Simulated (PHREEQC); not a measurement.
1.1 g of hydrous ferric oxide (600 m²/g; 0.2 weak and 0.005 strong sites per Fe, Dzombak-Morel constants, diffuse double layer) in 1 kg of water with 0.01 mol/kgw of an inert sodium salt and 3.9e-06 mol NaH2PO4 and 2.7e-06 mol H3BO3, at 25 °C; the pH is set by adding NaOH or the inert anion's acid. Oxygen alone is held at its pressure in air (log pO2 = -0.68). CO2 from the air is kept out. Precipitation was switched off in this run.

The series has 13 steps of pH, from 4 to 10.

Computed with PHREEQC (ion-association model, wateq4f.dat).

Q: Near which pH is half of the P sorbed, and on which side is more sorbed?

A: Near pH 9.5, with more sorbed at lower pH.

Complexes and solids missing from the database can't appear. H3PO4, which wateq4f.dat lacks, is added to it with the constant of phreeqc.dat.
